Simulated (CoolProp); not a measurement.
Nitrogen at 293.15 K and 9.34 MPa is throttled through a valve to 3.62 MPa with no heat exchange. Each further row changes one setting.

Model: reference Helmholtz-energy equation of state, Span 2000, in CoolProp.

| case | temperature change (K) | final phase | final density (kg/m³) |
|---|---|---|---|
| as stated | ? | supercritical | ? |
| outlet pressure 1.09 MPa | ? | ? | ? |
| outlet pressure 4.71 MPa | -8.0 | supercritical | 56.2 |

Task: Some entries are withheld; supply them.

Result: 
- as stated, temperature change (K): -10.2
- as stated, final density (kg/m³): 43.5
- outlet pressure 1.09 MPa, temperature change (K): -16.0
- outlet pressure 1.09 MPa, final phase: gas
- outlet pressure 1.09 MPa, final density (kg/m³): 13.3
